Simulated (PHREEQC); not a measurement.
A solution holds 0.0012 mol/kgw MgSO4, 0.00092 mol/kgw NaHCO3 and 0.25 mol/kgw MgCl2, at 25 °C. Closed to the air; pH follows from the charge balance.

The numbers come from PHREEQC with the ion-association model, phreeqc.dat.

Question: The ionic strength comes out as 0.751 mol/kgw. What activity coefficients do MgHCO3+, Cl-, CO3-2, Mg+2, Na+ get?

Answer: MgHCO3+ 0.62, Cl- 0.62, CO3-2 0.20, Mg+2 0.29, Na+ 0.72.

No solid was allowed to form. Caution: at this ionic strength the ion-association model is outside its range; a Pitzer model would be the better tool where its parameters exist.
